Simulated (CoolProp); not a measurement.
Vinyl chloride at several states: fugacity coefficient from the reference equation and from simpler models built on Tc = 425.0 K, pc = 56.00 bar, ω = 0.160; each cubic takes its own stable root.

The numbers come from the reference Helmholtz-energy equation of state, Thol 2022 in CoolProp.

```
T (K)  p (bar)   phase  reference  van der Waals  Soave-Redlich-Kwong
-----  -------  ------  ---------  -------------  -------------------
426.7     21.8     gas     0.8767         0.8863               0.8719
131.3     17.9  liquid   3.887e-7       0.001587             6.232e-7
145.7    0.871  liquid  0.0001015        0.08265            0.0001338
```
